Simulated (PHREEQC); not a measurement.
Solution (25 °C): 1.3 mmol/kgw K2HPO4. Closed to the air; pH follows from the charge balance.

Equilibrium calculation in PHREEQC: ion-association model, wateq4f.dat.

```
quantity           before    after
----------------  -------  -------
pH                   9.08     8.96
H2PO4- (mol/kgw)  1.40e-5  9.84e-6
KHPO4- (mol/kgw)  4.96e-6  1.33e-6
PO4-3 (mol/kgw)   9.74e-7  3.31e-7
```

Problem. Name the change that produced these shifts.
(A) 0.0001 mol/kgw Na2SO4 added
(B) K2HPO4 from 0.0013 to 0.0026 mol/kgw
(C) diluted 2-fold with water
(D) temperature from 25 to 45 °C
(E) temperature from 25 to 5 °C

Solution. C, diluted 2-fold with water

Precipitation was switched off in this run. H3PO4, which wateq4f.dat lacks, is added to it with the constant of phreeqc.dat.
